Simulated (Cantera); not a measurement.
An adiabatic, constant-pressure homogeneous reactor starts with 4.37 % CH4, 2.18 % CO, 19.7 % O2, 73.8 % N2, at 1100 K and 820000 Pa.

Detailed kinetics in Cantera: GRI-Mech 3.0 (53 species, 325 reactions).

Question: Predict: time of steepest temperature rise; temperature at 7.00 s; equilibrium temperature; x(CO) at 7.00 s; x(O2) at 7.00 s; x(N2O) at 7.00 s.

Answer: 
- time of steepest temperature rise: 23.8 ms
- temperature at 7.00 s: 2165 K
- equilibrium temperature: 2165 K
- x(CO) at 7.00 s: 0.000353 (gas-phase equilibrium 0.000353)
- x(O2) at 7.00 s: 0.0950 (gas-phase equilibrium 0.0950)
- x(N2O) at 7.00 s: 1.18e-6 (gas-phase equilibrium 1.18e-6)
